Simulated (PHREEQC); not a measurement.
Leach liquor: speciation

Dissolve 0.0057 mol/kgw H2SO4, 0.0016 mol/kgw CuSO4 and 0.085 mol/kgw MnSO4 at 34 °C. Closed to the air; pH follows from the charge balance.

The numbers come from PHREEQC with the ion-association model, wateq4f.dat.

Precipitation was switched off in this run.

What pH, ionic strength does the model give?

pH 2.48; ionic strength 0.188 mol/kgw.

In which forms is S present?

SO4-2 49 %, MnSO4 43 %, HSO4- 7.8 %, CuSO4 0.8 % of the S.
